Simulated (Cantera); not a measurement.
Input (Python, Cantera) and output of one run.

```python
import numpy as np
import cantera as ct

gas_names = """
    Fe FeO Fe(OH)2 H HNO HNO2 HNO3 HO2 H2 H2O H2O2 N NH NH2 NH3 NH2OH NO NO2 NO3 N2 N2H2 N2H4 N2O O OH
    O2 O3
""".split()
cond_names = """
    Fe(a) Fe(c) Fe(d) Fe(L) FeO(s) FeO(L) Fe(OH)2(s) Fe(OH)3(s) Fe2O3(s) Fe3O4(s) H2O(s) H2O(L)
""".split()


# ... load() reads the species with a 1 bar reference pressure and builds the phases ...
atoms = {
    'Fe2O3': {'Fe': 2, 'O': 3},
    'H2': {'H': 2},
    'N2': {'N': 2},
}
top_T = {'Fe2O3(s)': 1830, 'Fe3O4(s)': 1870}  # K; cautious upper limits of use, not melting points


# ... equilibrate(T, P, feed) seeds the gas with the atoms and calls Mixture.equilibrate('TP', solver="vcs", rtol=1e-11, max_steps=5000) ...
results = []
feed = {'Fe2O3': 1, 'H2': 390, 'N2': 7.2}  # mol
T = 775  # K
P = 10000  # Pa
mix = equilibrate(T, P, feed)
results.append((T, P, feed, dict(zip(mix.species_names, mix.species_moles))))
print(gas.report(threshold=0.0001))
for i in range(1, mix.n_phases):
    print(f"{mix.phase(i).name:16s} {mix.phase_moles(i):12.5e} mol")
```

Output:

```
       temperature   775 K
          pressure   10000 Pa
           density   0.0040477 kg/m^3
  mean mol. weight   2.6082 kg/kmol
   phase of matter   gas

                          1 kg             1 kmol
                     ---------------   ---------------
          enthalpy        4.6616e+06        1.2159e+07  J
   internal energy        2.1911e+06        5.7148e+06  J
           entropy             69199        1.8049e+05  J/K
    Gibbs function       -4.8967e+07       -1.2772e+08  J
 heat capacity c_p             11361             29633  J/K
 heat capacity c_v            8173.6             21319  J/K

                      mass frac. Y      mole frac. X     chem. pot. / RT
                     ---------------   ---------------   ---------------
                H2           0.75307           0.97429            -19.24
               H2O           0.05217         0.0075532           -68.845
                N2           0.19443          0.018103           -30.564
     [  +24 minor]        0.00032755        5.0163e-05

Fe(a)             2.00000e+00 mol
FeO(s)            0.00000e+00 mol
Fe(OH)2(s)        0.00000e+00 mol
Fe(OH)3(s)        0.00000e+00 mol
Fe2O3(s)          0.00000e+00 mol
Fe3O4(s)          0.00000e+00 mol
```

Method: chemical equilibrium by Gibbs-energy minimisation in Cantera with the NASA 1993 tables (ideal gas, pure condensed phases).
